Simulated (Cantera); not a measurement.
An isothermal plug-flow reactor at 1248 K and 2.57 atm (inlet), inlet velocity 2.3 m/s, active area per volume 2100 1/m; feed CH4 : O2 : N2 = 0.003 : 0.049 : 0.79 (molar parts), equivalence ratio 0.12.

Cantera simulation using Deutschmann's 1995 Pt surface mechanism with GRI-Mech 3.0 gas chemistry; the numbers are that mechanism's predictions, not measurements. Catalytic surfaces can have several steady states; this one follows from the mechanism file's or the stated starting coverage. Mass transfer to the wall is taken as infinitely fast.

One state of this run: x CH4 = 0.000858; x O2 = 0.0529; x H2O = 0.00533; x CO2 = 0.00264; x CO = 1.38e-6; θ free Pt = 0.448; θ O* = 0.550; θ OH* = 0.00130. x: gas mole fraction; θ: surface coverage.

Task: Which value of z (m) does it belong to?
(A) 9.6e-05
(B) 3e-05
(C) 0.00017
(D) 0.003

Result: D, 0.003
